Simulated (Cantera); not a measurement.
A Cantera script and what it prints.

```python
import numpy as np
import cantera as ct

gas_names = """
    CL CL2 H HCL H2 Si SiCL SiCL2 SiCL3 SiCL4 SiH SiHCL3 SiH2 SiH2CL2 SiH3 SiH3CL SiH4 Si2 Si3
""".split()
cond_names = """
    Si(cr) Si(L)
""".split()


# ... load() reads the species with a 1 bar reference pressure and builds the phases ...
atoms = {
    'SiH2Cl2': {'Si': 1, 'H': 2, 'CL': 2},
    'H2': {'H': 2},
}
top_T = {}  # K; cautious upper limits of use, not melting points


# ... equilibrate(T, P, feed) seeds the gas with the atoms and calls Mixture.equilibrate('TP', solver="vcs", rtol=1e-11, max_steps=5000) ...
results = []
feed = {'SiH2Cl2': 1, 'H2': 7.8}  # mol
P = 1333.22  # Pa
for T in [1550, 1575, 1600, 1625, 1650, 1675, 1700, 1725, 1750]:
    mix = equilibrate(T, P, feed)
    results.append((T, P, feed, dict(zip(mix.species_names, mix.species_moles))))
    x = sorted(zip(gas.X, gas.species_names), reverse=True)
    print(f"T = {T:g} K  P = {P:g} Pa  gas = {mix.phase_moles(0):.4g} mol")
    print("   x: " + "  ".join(f"{s} {v:.3e}" for v, s in x if v > 1e-05))
    print("   condensed (mol): " + ("  ".join(f"{mix.phase(i).name} {mix.phase_moles(i):.4g}"
          for i in range(1, mix.n_phases) if mix.phase_moles(i) > 1e-12) or "none"))
```

Output:

```
T = 1550 K  P = 1333.22 Pa  gas = 9.794 mol
   x: H2 8.443e-01  HCL 1.080e-01  SiCL2 4.607e-02  SiCL3 1.141e-03  H 2.506e-04  SiCL4 7.878e-05  SiHCL3 7.570e-05  CL 2.560e-05  SiCL 1.635e-05  SiH2CL2 1.186e-05
   condensed (mol): Si(cr) 0.5358
T = 1575 K  P = 1333.22 Pa  gas = 9.796 mol
   x: H2 8.443e-01  HCL 1.076e-01  SiCL2 4.654e-02  SiCL3 9.911e-04  H 3.307e-04  SiHCL3 5.781e-05  SiCL4 5.524e-05  CL 3.350e-05  SiCL 2.313e-05
   condensed (mol): Si(cr) 0.5329
T = 1600 K  P = 1333.22 Pa  gas = 9.797 mol
   x: H2 8.443e-01  HCL 1.072e-01  SiCL2 4.696e-02  SiCL3 8.636e-04  H 4.327e-04  SiHCL3 4.448e-05  CL 4.347e-05  SiCL4 3.913e-05  SiCL 3.236e-05
   condensed (mol): Si(cr) 0.5301
T = 1625 K  P = 1333.22 Pa  gas = 9.799 mol
   x: H2 8.443e-01  HCL 1.068e-01  SiCL2 4.734e-02  SiCL3 7.552e-04  H 5.615e-04  CL 5.594e-05  SiCL 4.478e-05  SiHCL3 3.448e-05  SiCL4 2.799e-05  Si 1.222e-05
   condensed (mol): Si(cr) 0.5274
T = 1650 K  P = 1333.22 Pa  gas = 9.801 mol
   x: H2 8.443e-01  HCL 1.064e-01  SiCL2 4.768e-02  H 7.229e-04  SiCL3 6.627e-04  CL 7.143e-05  SiCL 6.134e-05  SiHCL3 2.693e-05  SiCL4 2.021e-05  Si 2.009e-05
   condensed (mol): Si(cr) 0.5247
T = 1675 K  P = 1333.22 Pa  gas = 9.802 mol
   x: H2 8.443e-01  HCL 1.060e-01  SiCL2 4.800e-02  H 9.240e-04  SiCL3 5.835e-04  CL 9.055e-05  SiCL 8.320e-05  Si 3.255e-05  SiHCL3 2.118e-05  SiCL4 1.473e-05
   condensed (mol): Si(cr) 0.5221
T = 1700 K  P = 1333.22 Pa  gas = 9.805 mol
   x: H2 8.438e-01  HCL 1.063e-01  SiCL2 4.793e-02  H 1.172e-03  SiCL3 5.153e-04  CL 1.148e-04  SiCL 1.102e-04  Si 5.090e-05  SiHCL3 1.676e-05  SiH2 1.197e-05  SiCL4 1.091e-05
   condensed (mol): Si(L) 0.5229
T = 1725 K  P = 1333.22 Pa  gas = 9.807 mol
   x: H2 8.428e-01  HCL 1.075e-01  SiCL2 4.733e-02  H 1.477e-03  SiCL3 4.561e-04  CL 1.459e-04  SiCL 1.418e-04  Si 7.614e-05  SiH2 1.453e-05  SiHCL3 1.333e-05  SiH 1.153e-05
   condensed (mol): Si(L) 0.5288
T = 1750 K  P = 1333.22 Pa  gas = 9.81 mol
   x: H2 8.417e-01  HCL 1.088e-01  SiCL2 4.672e-02  H 1.848e-03  SiCL3 4.049e-04  CL 1.842e-04  SiCL 1.811e-04  Si 1.126e-04  SiH2 1.753e-05  SiH 1.578e-05  SiHCL3 1.067e-05
   condensed (mol): Si(L) 0.5343
```

Method: chemical equilibrium by Gibbs-energy minimisation in Cantera with the NASA 1993 tables (ideal gas, pure condensed phases). The tables' values for SiCl3, SiCl are old estimates; treat these amounts as uncertain. Gases not in the tables: Si2H6 and higher silanes.
